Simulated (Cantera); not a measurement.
Feed: 1 mol Si(CH3)4, 0.045 mol C3H8, 100 mol H2, held at 2002 °C and 0.120 bar.

Cantera equilibrium calculation (NASA polynomials, part measured and part estimated; ideal gas, pure solids and liquids). Candidate condensed phases: C, C6H6, C7H8, C8H18, Si, SiC; 87 gas species. Gases not in the tables: Si2H6 and higher silanes. The numbers say what is thermodynamically allowed, not how fast it happens.

Base state: H2 0.971, H 0.0241, C2H2 (acetylene) 0.00370, Si 0.000831, SiH 0.000109, SiC2 0.000105, Si2C 6.24e-5, SiH2 5.44e-5 (mole fractions); condensed: C(graphite) + SiC(s).

Task: What changes in the equilibrium state with this change: pressure from 0.120 bar to 0.560 bar?

Result: 
```csv
species,before,after
H2,0.971,0.985
H,0.0241,0.0113
C2H2 (acetylene),0.00370,0.00375
Si,0.000831,0.000178
CH4,2.54e-5,0.000122
SiC2,0.000105,2.25e-5
"C(graphite), mol",2.43,2.34
"SiC(s), mol",0.868,0.964
```

Task: What changes in the equilibrium state with this change: temperature from 2002 °C to 1602 °C?

Result: 
| species | before | after |
|---|---|---|
| H2 | 0.971 | 0.998 |
| H | 0.0241 | 0.00189 |
| C2H2 (acetylene) | 0.00370 | 0.000316 |
| Si | 0.000831 | 2.53e-6 |
| SiC2 | 0.000105 | 5.60e-8 |
| Si2C | 6.24e-5 | 3.93e-8 |
| C(graphite), mol | 2.43 | 3.06 |
| SiC(s), mol | 0.868 | 0.999 |

Task: What changes in the equilibrium state with this change: pressure from 0.120 bar to 2.80 mbar?

Result: 
```json
[
 {"species": "H2", "before": "0.971", "after": "0.841"},
 {"species": "H", "before": "0.0241", "after": "0.147"},
 {"species": "Si", "before": "0.000831", "after": "0.00734"},
 {"species": "CH4", "before": "2.54e-5", "after": "4.46e-7"},
 {"species": "SiC2", "before": "0.000105", "after": "0.000928"},
 {"species": "C(graphite), mol", "before": "2.43", "after": "3.16"},
 {"species": "SiC(s), mol", "before": "0.868", "after": "0"}
]
```
